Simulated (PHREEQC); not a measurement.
1.5 g of hydrous ferric oxide (600 m²/g; 0.2 weak and 0.005 strong sites per Fe, Dzombak-Morel constants, diffuse double layer) in 1 kg of water with 0.05 mol/kgw of an inert sodium salt and 5e-06 mol/kgw SrCl2 and 0.00033 mol/kgw ZnCl2, at 25 °C; the pH is set by adding NaOH or the inert anion's acid. O2 is buffered at 0.21 atm. No CO2 enters from the air. Precipitation was switched off in this run.

Base run: PHREEQC, ion-association model, wateq4f.dat. Each further column changes one thing. The table gives Sr sorbed (%).

```csv
pH,base,no electrostatic term (-no_edl),background salt from 0.05 to 0.005 mol/kgw,oxide from 1.5 to 7.5 g/kgw,0.0024 mol/kgw Na2SO4 added
3,0.0,0.0,0.0,0.0,0.0
4,0.0,0.2,0.0,0.0,0.0
5,0.0,1.2,0.0,0.0,0.1
6,0.0,0.6,0.0,0.2,0.0
7,0.1,1.9,0.1,5.5,0.2
8,2.8,6.6,3.8,73.5,2.8
9,62.5,16.9,76.2,99.3,59.5
10,98.7,25.2,99.6,100.0,98.5
11,100.0,40.3,100.0,100.0,99.9
```

The oxide is taken as insoluble; below pH 4 it would dissolve. In at least one series the solution becomes supersaturated in solids that the run did not let form, among them Zincite(c).
